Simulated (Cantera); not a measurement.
## HCl + O2 + N2 (abatement and gas-phase synthesis)

A closed system holds: 1 mol HCl, 3.3 mol O2, 47 mol N2, equilibrated at 2252 °C.

Method: chemical equilibrium by Gibbs-energy minimisation in Cantera with the NASA 1993 tables (ideal gas, pure condensed phases). Candidate condensed phases: H2O, NH4Cl; 29 gas species. The ideal-gas law is rough above about 30 bar. Rates play no part.

From 10.0 Pa to 300 bar nothing is condensed.

```json
[
 {"P (Pa)": "10", "x N2": "0.849", "x O": "0.107", "x O2": "0.00427", "x Cl": "0.0180", "x H": "0.0176", "x NO": "0.00356", "x HCl": "5.73e-5"},
 {"P (Pa)": "200", "x N2": "0.871", "x O": "0.0589", "x O2": "0.0259", "x Cl": "0.0178", "x H": "0.0130", "x NO": "0.00886", "x HCl": "0.000836"},
 {"P (Pa)": "3900", "x N2": "0.895", "x O": "0.0175", "x O2": "0.0447", "x Cl": "0.0155", "x H": "0.00331", "x NO": "0.0118", "x HCl": "0.00362"},
 {"P (Pa)": "77000", "x N2": "0.904", "x O": "0.00425", "x O2": "0.0518", "x Cl": "0.0124", "x H": "0.000398", "x NO": "0.0128", "x HCl": "0.00688"},
 {"P (Pa)": "1500000", "x N2": "0.907", "x O": "0.000986", "x O2": "0.0544", "x Cl": "0.00919", "x H": "4.00e-5", "x NO": "0.0131", "x HCl": "0.00995"},
 {"P (Pa)": "30000000", "x N2": "0.908", "x O": "0.000222", "x O2": "0.0553", "x Cl": "0.00572", "x H": "3.87e-6", "x NO": "0.0132", "x HCl": "0.0120"}
]
```
x: gas mole fraction; nothing condenses.
